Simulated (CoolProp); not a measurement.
Vapour-liquid equilibrium of R142b (1) + R113 (2) at 0.182 MPa; x and y are mole fractions of (1).

Values from CoolProp's multi-fluid Helmholtz-energy mixture model, Lemmon 2006 and Marx 1992; pair parameters Bell 2016.

**Question.** Give the bubble temperature and the first vapour's composition at x = 0.05, 0.5, 0.95. Is there an azeotrope?

**Answer.** x = 0.05: 57.8 °C, y = 0.254; x = 0.5: 21.0 °C, y = 0.876; x = 0.95: 7.5 °C, y = 0.990. No azeotrope shows between x = 0.05 and 0.95.

Pair parameters are fitted to limited data, so mixtures are less certain than the pure fluids.
